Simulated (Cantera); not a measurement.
## Hydrocarbon pyrolysis for carbon deposition

An isothermal, constant-pressure homogeneous reactor starts with CH₄ : N₂ = 1 : 22 (molar parts), at 1600 K and 0.0267 bar.

Model: GRI-Mech 3.0 (53 species, 325 reactions), integrated in Cantera. GRI-Mech 3.0 stops at C3 and has no aromatics, soot or wall deposition, so with more carbon than oxygen in the feed, carbon stays in small species such as C2H2 where larger ones or solid carbon would form. Radical loss at walls, strong at low pressure, is not modelled.

```json
[
 {"t (s)": "0.000900", "x CH₄": "0.0435", "x C₂H₂": "<1e-12", "x H₂": "2.21e-6", "x CH₃": "4.50e-6", "x CH₂": "3.10e-11"},
 {"t (s)": "0.00208", "x CH₄": "0.0435", "x C₂H₂": "2.35e-11", "x H₂": "5.24e-6", "x CH₃": "1.05e-5", "x CH₂": "1.41e-10"},
 {"t (s)": "0.00483", "x CH₄": "0.0435", "x C₂H₂": "7.16e-10", "x H₂": "1.24e-5", "x CH₃": "2.45e-5", "x CH₂": "6.81e-10"},
 {"t (s)": "0.0112", "x CH₄": "0.0434", "x C₂H₂": "2.14e-8", "x H₂": "3.08e-5", "x CH₃": "5.64e-5", "x CH₂": "3.38e-9"},
 {"t (s)": "0.0259", "x CH₄": "0.0433", "x C₂H₂": "6.37e-7", "x H₂": "9.60e-5", "x CH₃": "0.000128", "x CH₂": "1.64e-8"},
 {"t (s)": "0.0600", "x CH₄": "0.0428", "x C₂H₂": "1.92e-5", "x H₂": "0.000514", "x CH₃": "0.000281", "x CH₂": "7.27e-8"},
 {"t (s)": "0.139", "x CH₄": "0.0396", "x C₂H₂": "0.000517", "x H₂": "0.00402", "x CH₃": "0.000501", "x CH₂": "2.28e-7"},
 {"t (s)": "0.322", "x CH₄": "0.0292", "x C₂H₂": "0.00523", "x H₂": "0.0187", "x CH₃": "0.000450", "x CH₂": "2.60e-7"},
 {"t (s)": "0.746", "x CH₄": "0.0178", "x C₂H₂": "0.0118", "x H₂": "0.0363", "x CH₃": "0.000276", "x CH₂": "1.75e-7"},
 {"t (s)": "1.73", "x CH₄": "0.00865", "x C₂H₂": "0.0165", "x H₂": "0.0498", "x CH₃": "0.000151", "x CH₂": "1.13e-7"},
 {"t (s)": "4.00", "x CH₄": "0.00326", "x C₂H₂": "0.0192", "x H₂": "0.0577", "x CH₃": "6.82e-5", "x CH₂": "6.35e-8"}
]
```
x: mole fraction; the columns are a selection and need not sum to one.

Equilibrium at this temperature and pressure: CH₄ 8.36e-6, C₂H₂ 0.00424, H₂ 0.0624, CH₃ 2.28e-7, CH₂ 2.85e-10 (gas phase only).
